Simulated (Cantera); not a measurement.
## Thermodynamics of fluorocarbon and chlorocarbon gases, feed CH3Cl + H2

Input: 1 mol CH3Cl, 0.11 mol H2, held at 0.810 bar.

Equilibrium computed with Cantera from the NASA thermochemical tables; the gas is ideal and each condensed phase is pure. Candidate condensed phases: C, C6H6, C7H8, C8H18; 103 gas species. Ions and electrons are included (thermal ionisation). The tables' values for CCl are old estimates; treat these amounts as uncertain. Kinetics and transport are ignored.

| T (K) | log p H | log p H2 | log p HCl | log p Cl | log p C | log p C2H2 (acetylene) | log p C3 | log p C2 | log p C2H | n C(graphite) |
|---|---|---|---|---|---|---|---|---|---|---|
| 2500 | -1.79 | -0.39 | -0.43 | -1.99 | -6.78 | -2.35 | -6.30 | -7.34 | -4.90 | 0.976 |
| 3000 | -1.03 | -0.46 | -0.53 | -1.27 | -4.30 | -1.67 | -3.51 | -4.50 | -3.00 | 0.858 |
| 3500 | -0.59 | -0.73 | -0.85 | -0.89 | -2.53 | -1.40 | -1.53 | -2.49 | -1.77 | 0.108 |
| 4000 | -0.36 | -1.12 | -1.37 | -0.79 | -1.66 | -2.30 | -1.43 | -1.89 | -1.85 | 0 |
| 4500 | -0.30 | -1.68 | -1.98 | -0.79 | -1.13 | -3.53 | -1.79 | -1.72 | -2.32 | 0 |
| 5000 | -0.30 | -2.22 | -2.53 | -0.80 | -0.89 | -4.99 | -2.63 | -1.96 | -3.13 | 0 |
log p: log10 of the partial pressure in bar; n: condensed amount in mol.

From 2500 K to 3500 K the condensed part is C(graphite). From 4000 K to 5000 K nothing is condensed. The main C-bearing gas is C2H2 (acetylene) at 2500 K and C at 5000 K.
